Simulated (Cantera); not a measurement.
Cantera run:

```python
import numpy as np
import cantera as ct

gas_names = """
    Fe FeO Fe(OH)2 H HO2 H2 H2O H2O2 H2S H2SO4 O OH O2 O3 S SH SO SO2 SO3 S2 S2O S8
""".split()
cond_names = """
    Fe(a) Fe(c) Fe(d) Fe(L) FeO(s) FeO(L) Fe(OH)2(s) Fe(OH)3(s) FeS(a) FeS(b) FeS(c) FeS(L) FeSO4(s)
    FeS2(s) Fe2O3(s) Fe2S3O12(s) Fe3O4(s) H2O(s) H2O(L) H2SO4(L) S(cr1) S(cr2) S(L)
""".split()


def load(file, names, dense=False):
    # The tables refer to 1 bar. Condensed volumes are neglected.
    table = {s.name: s for s in ct.Species.list_from_file(file)}
    out = []
    for n in names:
        d = dict(table[n].input_data)
        d["thermo"] = dict(d["thermo"], **{"reference-pressure": 1e5})
        if dense:
            d["equation-of-state"] = {"model": "constant-volume", "density": "1e6 g/cm^3"}
        out.append(ct.Species.from_dict(d))
    return out


gas = ct.Solution(thermo="ideal-gas", species=load("nasa_gas.yaml", gas_names))
cond = {s.name: ct.Solution(thermo="fixed-stoichiometry", species=[s], name=s.name)
        for s in load("nasa_condensed.yaml", cond_names, dense=True)}
atoms = {
    'FeS2': {'Fe': 1, 'S': 2},
    'SO3': {'S': 1, 'O': 3},
    'H2O': {'H': 2, 'O': 1},
}
top_T = {'FeSO4(s)': 950, 'FeS2(s)': 1010, 'Fe2O3(s)': 1830, 'Fe2S3O12(s)': 1100, 'Fe3O4(s)': 1870}  # K; cautious upper limits of use, not melting points


def equilibrate(T, P, feed):
    n = {}
    for name, mol in feed.items():
        for a, k in atoms[name].items():
            n[a] = n.get(a, 0.0) + k * mol
    gas.TPX = T, P, n
    mass = sum(n.values()) * gas.mean_molecular_weight
    gas.equilibrate("TP")
    valid = [c for c in cond.values() if c.min_temp <= T <= top_T.get(c.name, c.max_temp)]
    mix = ct.Mixture([(gas, mass / gas.mean_molecular_weight)] + [(c, 0.0) for c in valid])
    mix.T, mix.P = T, P
    mix.equilibrate("TP", solver="vcs", rtol=1e-11, max_steps=5000)
    return mix


results = []
feed = {'FeS2': 1, 'SO3': 0.16, 'H2O': 6.6}  # mol
T = 1175  # K
P = 280000  # Pa
mix = equilibrate(T, P, feed)
results.append((T, P, feed, dict(zip(mix.species_names, mix.species_moles))))
print(gas.report(threshold=0.0001))
for i in range(1, mix.n_phases):
    print(f"{mix.phase(i).name:16s} {mix.phase_moles(i):12.5e} mol")
```

Result:

```
       temperature   1175 K
          pressure   2.8e+05 Pa
           density   0.65076 kg/m^3
  mean mol. weight   22.706 kg/kmol
   phase of matter   gas

                          1 kg             1 kmol
                     ---------------   ---------------
          enthalpy       -8.3468e+06       -1.8952e+08  J
   internal energy       -8.7771e+06       -1.9929e+08  J
           entropy             10671         2.423e+05  J/K
    Gibbs function       -2.0885e+07       -4.7422e+08  J
 heat capacity c_p            1957.9             44455  J/K
 heat capacity c_v            1591.7             36141  J/K

                      mass frac. Y      mole frac. X     chem. pot. / RT
                     ---------------   ---------------   ---------------
                H2        0.00083509         0.0094054           -21.558
               H2O            0.6733           0.84861            -49.28
               H2S           0.08558          0.057024           -31.518
               SO2            0.1863          0.066035           -65.403
                S2          0.050708          0.017956           -19.919
               S2O         0.0031301        0.00088707           -47.641
     [  +16 minor]        0.00014881        8.2896e-05

Fe(a)             0.00000e+00 mol
FeO(s)            0.00000e+00 mol
Fe(OH)2(s)        0.00000e+00 mol
Fe(OH)3(s)        0.00000e+00 mol
FeS(c)            1.00000e+00 mol
Fe2O3(s)          0.00000e+00 mol
Fe3O4(s)          0.00000e+00 mol
S(L)              0.00000e+00 mol
```

Equilibrium computed with Cantera from the NASA thermochemical tables; the gas is ideal and each condensed phase is pure. FeS: taken at fixed stoichiometry. Gases not in the tables: S3 to S7.
